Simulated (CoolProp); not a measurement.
Vapour-liquid equilibrium of R134a (1) + R123 (2) at 0.203 MPa; x and y are mole fractions of (1).

Model: multi-fluid Helmholtz-energy mixture model, Tillner-Roth 1994 and Younglove 1994; pair parameters Bell 2016, in CoolProp.

Q: Give the bubble temperature and the first vapour's composition at x = 0.35, 0.425, 0.725. Is there an azeotrope?

A: x = 0.35: 283.0 K, y = 0.820; x = 0.425: 279.3 K, y = 0.860; x = 0.725: 269.6 K, y = 0.947. No azeotrope shows between x = 0.05 and 0.95.

The pair parameters rest on a limited set of measurements; away from them the model extrapolates.
